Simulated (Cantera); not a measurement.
What does this Cantera script print?

```python
import numpy as np
import cantera as ct

gas_names = """
    Br Br2 Si SiBr SiBr2 SiBr3 SiBr4 Si2 Si3
""".split()
cond_names = """
    Br2(cr) Br2(L) Si(cr) Si(L)
""".split()


# ... load() reads the species with a 1 bar reference pressure and builds the phases ...
atoms = {
    'Si': {'Si': 1},
    'Br2': {'Br': 2},
}
top_T = {}  # K; cautious upper limits of use, not melting points


# ... equilibrate(T, P, feed) seeds the gas with the atoms and calls Mixture.equilibrate('TP', solver="vcs", rtol=1e-11, max_steps=5000) ...
results = []
feed = {'Si': 1, 'Br2': 2.8}  # mol
T = 1450  # K
P = 13332.2  # Pa
mix = equilibrate(T, P, feed)
results.append((T, P, feed, dict(zip(mix.species_names, mix.species_moles))))
print(gas.report(threshold=1e-05))
for i in range(1, mix.n_phases):
    print(f"{mix.phase(i).name:16s} {mix.phase_moles(i):12.5e} mol")
```

Output:

```
       temperature   1450 K
          pressure   13332 Pa
           density   0.24849 kg/m^3
  mean mol. weight   224.71 kg/kmol
   phase of matter   gas

                          1 kg             1 kmol
                     ---------------   ---------------
          enthalpy       -3.6094e+05       -8.1105e+07  J
   internal energy       -4.1459e+05       -9.3161e+07  J
           entropy            1845.6        4.1471e+05  J/K
    Gibbs function        -3.037e+06       -6.8244e+08  J
 heat capacity c_p            294.19             66107  J/K
 heat capacity c_v            257.19             57792  J/K

                      mass frac. Y      mole frac. X     chem. pot. / RT
                     ---------------   ---------------   ---------------
                Br           0.10597           0.29801           -16.978
               Br2            0.1632           0.22947           -33.957
             SiBr2        2.8577e-05        3.4176e-05           -58.673
             SiBr3         0.0010075        0.00084536           -75.651
             SiBr4            0.7298           0.47164            -92.63
     [   +4 minor]        3.0943e-12        6.4387e-12

Br2(L)            0.00000e+00 mol
Si(cr)            0.00000e+00 mol
```

Cantera equilibrium calculation (NASA polynomials, part measured and part estimated; ideal gas, pure solids and liquids). The tables' values for SiBr3 are old estimates; treat these amounts as uncertain.
